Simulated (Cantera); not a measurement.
Mixture: CH₄ : H₂ : O₂ : N₂ : H₂O = 1 : 0.1 : 1.21 : 5.67 : 1.2 (molar parts), equivalence ratio 1.7, at 4.93 atm, adiabatic and at constant pressure. Ignition delay is the time to a rise of 400 K.

Computed with Cantera and GRI-Mech 3.0 (53 species, 325 reactions).

Question: Predict: delay at 1050 K; delay at 1250 K; delay at 1450 K; delay at 1650 K; delay at 1850 K; apparent activation energy between 1650 and 1850 K.

Answer: 
| Property | Result |
|---|---|
| delay at 1050 K | 19.1 ms |
| delay at 1250 K | 3.69 ms |
| delay at 1450 K | 0.697 ms |
| delay at 1650 K | 0.119 ms |
| delay at 1850 K | 25.7 µs |
| apparent activation energy between 1650 and 1850 K | 190 kJ/mol |
